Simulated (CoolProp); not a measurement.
Vapour-liquid equilibrium of acetone (1) + n-dodecane (2) at 94.5 kPa; x and y are mole fractions of (1).

Values from CoolProp's multi-fluid Helmholtz-energy mixture model, Lemmon 2006 and Lemmon 2004; pair parameters Bell 2016.

```csv
x,"bubble temperature, mixture model (K)","bubble temperature, Raoult's law (K)","y, mixture model","y, Raoult's law"
0.05,439.5,435.7,0.727,0.768
0.2,362.7,381.6,0.989,0.975
0.35,341.1,360.8,0.997,0.992
0.5,334.9,348.6,0.998,0.997
0.65,333.3,340.2,0.998,0.999
0.8,331.7,333.8,0.999,1.000
0.95,328.6,328.7,1.000,1.000
```

The largest gap from Raoult's law is -19.7 K in bubble temperature, at x = 0.35. No azeotrope shows between x = 0.05 and 0.95.

The pair parameters rest on a limited set of measurements; away from them the model extrapolates. The gap from Raoult's law changes sign with composition, which may be real or a fault of the pair parameters; it wasn't checked against measurements. With so large a gap from Raoult's law the liquid may split in two, which this calculation doesn't test in full.
